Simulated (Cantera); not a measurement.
A closed system holds: 1 mol borazine, 1.1 mol O2, 6.9 mol N2, 0.5 mol NH3, held at 1573 K and 100 Torr.

Equilibrium computed with Cantera from the NASA thermochemical tables; the gas is ideal and each condensed phase is pure. The feed counts by its element totals alone. Mutual solubility and eutectic melting of coexisting phases are not modelled. Gases not in the tables: H3BO3. Equilibrium is a limit: real reactors are often held back by kinetics, nucleation or transport.

| species | before | after |
|---|---|---|
| N2 | 0.675 | 0.890 |
| H2O | 0.00108 | 0.0707 |
| HBO2 | 0.00403 | 0.0327 |
| H2 | 0.318 | 0.00622 |
| B2O2 | 1.94e-5 | 5.78e-9 |
| (HBO2)3 | 4.99e-8 | 2.66e-5 |
| HBO | 0.00100 | 2.41e-6 |
| H | 6.28e-5 | 8.78e-6 |
| B2O3 | 0.000673 | 0.000673 |
| BN(s), mol | 1.55 | 0 |
| B2O3(l), mol | 0.686 | 0.363 |
Gas species are given as mole fractions.

Task: What was changed between the two runs?
(A) borazine replaced by B
(B) pressure from 100 Torr to 0.0825 Torr
(C) temperature from 1573 K to 2225 K
(D) temperature from 1573 K to 1550 K

Result: A, borazine replaced by B
